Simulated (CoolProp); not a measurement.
Isopentane along the isobar 1.01 bar: fugacity coefficient from the reference equation and from simpler models built on Tc = 460.3 K, pc = 33.78 bar, ω = 0.227; each cubic takes its own stable root.

Computed with CoolProp (reference Helmholtz-energy equation of state, Lemmon 2006). It is a short technical equation, of lower accuracy than the large ones.

```
T (K)   phase  reference  van der Waals  Redlich-Kwong  Peng-Robinson
-----  ------  ---------  -------------  -------------  -------------
200.2  liquid   0.003629         0.3345       0.008750       0.004002
210.9  liquid   0.008918         0.4909        0.02070       0.009602
221.7  liquid    0.01995         0.6956        0.04433        0.02108
232.4  liquid    0.04065         0.9504        0.08622        0.04233
243.2  liquid    0.07736         0.9619         0.1563        0.07965
253.9  liquid     0.1372         0.9653         0.2643         0.1401
264.7  liquid     0.2314         0.9684         0.4244         0.2347
275.4  liquid     0.3696         0.9710         0.6468         0.3733
286.2  liquid     0.5679         0.9734         0.9487         0.5715
296.9  liquid     0.8366         0.9755         0.9658         0.8400
307.7     gas     0.9611         0.9774         0.9690         0.9646
318.4     gas     0.9654         0.9790         0.9717         0.9676
329.2     gas     0.9691         0.9806         0.9741         0.9704
339.9     gas     0.9722         0.9819         0.9763         0.9729
350.7     gas     0.9750         0.9832         0.9782         0.9751
361.4     gas     0.9774         0.9843         0.9799         0.9771
```

At some of these states van der Waals, Redlich-Kwong gives the other phase, because its saturation line lies elsewhere.
